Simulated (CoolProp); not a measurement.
trans-2-butene at several states: Z from the reference equation and from simpler models built on Tc = 428.6 K, pc = 4.019 MPa, ω = 0.210; each cubic takes its own stable root.

The numbers come from the reference Helmholtz-energy equation of state, Lemmon 2005 in CoolProp. It is a short technical equation, of lower accuracy than the large ones.

```
T (K)  p (MPa)   phase  reference
-----  -------  ------  ---------
481.7     1.05     gas     0.9362
317.5   0.0171     gas     0.9960
344.9     15.6  liquid     0.5335
491.8   0.0164     gas     0.9991
```

How far does each simpler model (van der Waals, Soave-Redlich-Kwong, Peng-Robinson) lie from the reference over these 4 states: mean and median of the absolute difference, and the worst?


- van der Waals: mean 13.0 %, median 0.2 %, worst +51.5 % at 344.9 K and 15.6 MPa
- Soave-Redlich-Kwong: mean 2.2 %, median 0.1 %, worst +8.6 % at 344.9 K and 15.6 MPa
- Peng-Robinson: mean 1.0 %, median 0.4 %, worst -3.4 % at 344.9 K and 15.6 MPa
